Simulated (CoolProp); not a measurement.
Vapour pressure (MPa) of ethanol: the reference equation beside estimates from Tc = 514.7 K, pc = 6.268 MPa, ω = 0.644.

Model: reference Helmholtz-energy equation of state, Schroeder 2014, in CoolProp.

```csv
T (K),reference,Lee-Kesler,van der Waals,Peng-Robinson
333.2,0.04684,0.04630,0.8329,0.04879
347.6,0.08645,0.08647,1.044,0.08989
362,0.1508,0.1516,1.287,0.1559
376.4,[?],0.2517,1.565,[?]
390.8,[?],0.3985,1.878,0.4048
405.2,0.6078,0.6056,2.230,0.6135
419.6,0.8970,0.8883,2.620,[?]
434,1.283,1.264,3.051,1.280
448.4,1.786,1.752,[?],1.776
462.8,2.425,2.377,4.039,[?]
477.2,3.222,3.164,[?],3.207
```

Problem. Complete the blanks.

Solution. 
- 376.4, reference: 0.2503
- 376.4, Peng-Robinson: 0.2569
- 390.8, reference: 0.3977
- 419.6, Peng-Robinson: 0.8991
- 448.4, van der Waals: 3.524
- 462.8, Peng-Robinson: 2.410
- 477.2, van der Waals: 4.598

Absolute difference from the reference over all 11 rows, mean and median: Lee-Kesler 1.0 and 1.0 %, van der Waals 476.4 and 266.9 %, Peng-Robinson 1.7 and 0.9 %.
